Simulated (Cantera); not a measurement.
An isothermal, constant-pressure homogeneous reactor starts with 3.83 % CH4, 95.8 % H2, 0.374 % N2, at 2625 K and 38.3 Torr.

Detailed kinetics in Cantera: GRI-Mech 3.0 (53 species, 325 reactions). GRI-Mech 3.0 stops at C3 and has no aromatics, soot or wall deposition, so with more carbon than oxygen in the feed, carbon stays in small species such as C2H2 where larger ones or solid carbon would form.

One state of this run: x CH4 = 4.24e-6; x H2 = 0.809; x H = 0.170; x C2H = 0.000306; x CH2 = 5.47e-6. x: mole fraction; the columns are a selection and need not sum to one.

### Question
Which value of t (s) does it belong to?
A. 0.00155
B. 5.31
C. 0.000400
D. 0.0234

### Answer
B, 5.31
